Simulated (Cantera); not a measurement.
A closed system holds: 1 mol FeS, 2.9 mol O₂, held at 0.0390 bar.

Method: chemical equilibrium by Gibbs-energy minimisation in Cantera with the NASA 1993 tables (ideal gas, pure condensed phases). Candidate condensed phases: Fe, FeO, FeS, FeSO₄, FeS₂, Fe₂O₃, Fe₂(SO₄)₃, Fe₃O₄, S; 12 gas species. The numbers say what is thermodynamically allowed, not how fast it happens.

**Question.** Which condensed phases are stable at each of these points (T (°C)): 502, 577, 652, 727, 802, 877, 952, 1027, 1102, 1177, 1252?

**Answer.** 
| T (°C) | condensed phases | Fe condensed (%) |
|---|---|---|
| 502 | Fe₂O₃(s) + Fe₂(SO₄)₃(s) | 100.0 |
| 577 | Fe₂O₃(s) + Fe₂(SO₄)₃(s) | 100.0 |
| 652 | Fe₂O₃(s) | 100.0 |
| 727 | Fe₂O₃(s) | 100.0 |
| 802 | Fe₂O₃(s) | 100.0 |
| 877 | Fe₂O₃(s) | 100.0 |
| 952 | Fe₂O₃(s) | 100.0 |
| 1027 | Fe₂O₃(s) | 100.0 |
| 1102 | Fe₂O₃(s) | 100.0 |
| 1177 | Fe₂O₃(s) | 100.0 |
| 1252 | Fe₂O₃(s) | 100.0 |

From 502 °C to 577 °C the condensed part is Fe₂O₃(s) + Fe₂(SO₄)₃(s). From 652 °C to 1252 °C the condensed part is Fe₂O₃(s).
